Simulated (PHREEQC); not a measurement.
1 kg of water holding 0.15 mol/kgw KCl, 0.041 mol/kgw NaCl and 0.0065 mol/kgw Na2SO4 is evaporated at 25 °C; the solids stay in contact with the brine. No CO2 enters from the air. Solids allowed: Arcanite, Glaserite, Halite, Mirabilite, Misenite, Sylvite, Thenardite. Others were left out.

Equilibrium calculation in PHREEQC: Pitzer model, pitzer.dat.

Question: Predict ionic strength at water left (kg) = 0.8219, 0.005012.

Answer: 
| water left (kg) | ionic strength |
|---|---|
| 0.8219 | 0.256 |
| 0.005012 | 7.81 |
